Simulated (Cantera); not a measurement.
An adiabatic, constant-volume homogeneous reactor starts with CH₄ : O₂ : N₂ = 1 : 2.04 : 7.67 (molar parts), at 1525 K and 190000 Pa. Integrator tolerance rtol = 1e-08.

Model: GRI-Mech 3.0 (53 species, 325 reactions), integrated in Cantera.

**Question.** What does this change do: 0.019 parts H2 added?

**Answer.** 
```json
[
 {"quantity": "time of steepest temperature rise", "before": "0.529 ms", "after": "0.485 ms"},
 {"quantity": "temperature at 3.00 s", "before": "2959 K", "after": "2961 K"},
 {"quantity": "equilibrium temperature", "before": "2959 K", "after": "2961 K"},
 {"quantity": "x(CH₄) at 3.00 s", "before": "<1e-12 (gas-phase equilibrium <1e-12)", "after": "<1e-12 (gas-phase equilibrium <1e-12)"},
 {"quantity": "x(O₂) at 3.00 s", "before": "0.0215 (gas-phase equilibrium 0.0215)", "after": "0.0211 (gas-phase equilibrium 0.0211)"},
 {"quantity": "x(H₂) at 3.00 s", "before": "0.0192 (gas-phase equilibrium 0.0192)", "after": "0.0197 (gas-phase equilibrium 0.0197)"},
 {"quantity": "x(H₂O) at 3.00 s", "before": "0.142 (gas-phase equilibrium 0.142)", "after": "0.143 (gas-phase equilibrium 0.143)"},
 {"quantity": "x(CO₂) at 3.00 s", "before": "0.0446 (gas-phase equilibrium 0.0446)", "after": "0.0441 (gas-phase equilibrium 0.0441)"},
 {"quantity": "x(C₂H) at 3.00 s", "before": "<1e-12 (gas-phase equilibrium <1e-12)", "after": "<1e-12 (gas-phase equilibrium <1e-12)"},
 {"quantity": "x(CH₂O) at 3.00 s", "before": "1.33e-9 (gas-phase equilibrium 1.33e-9)", "after": "1.37e-9 (gas-phase equilibrium 1.37e-9)"}
]
```

**Question.** What does this change do: constant pressure in place of constant volume?

**Answer.** 
| quantity | before | after |
|---|---|---|
| time of steepest temperature rise | 0.529 ms | 0.563 ms |
| temperature at 3.00 s | 2959 K | 2783 K |
| equilibrium temperature | 2959 K | 2783 K |
| x(CH₄) at 3.00 s | <1e-12 (gas-phase equilibrium <1e-12) | <1e-12 (gas-phase equilibrium <1e-12) |
| x(O₂) at 3.00 s | 0.0215 (gas-phase equilibrium 0.0215) | 0.0198 (gas-phase equilibrium 0.0198) |
| x(H₂) at 3.00 s | 0.0192 (gas-phase equilibrium 0.0192) | 0.0159 (gas-phase equilibrium 0.0159) |
| x(H₂O) at 3.00 s | 0.142 (gas-phase equilibrium 0.142) | 0.151 (gas-phase equilibrium 0.151) |
| x(CO₂) at 3.00 s | 0.0446 (gas-phase equilibrium 0.0446) | 0.0518 (gas-phase equilibrium 0.0518) |
| x(C₂H) at 3.00 s | <1e-12 (gas-phase equilibrium <1e-12) | <1e-12 (gas-phase equilibrium <1e-12) |
| x(CH₂O) at 3.00 s | 1.33e-9 (gas-phase equilibrium 1.33e-9) | 4.60e-10 (gas-phase equilibrium 4.60e-10) |
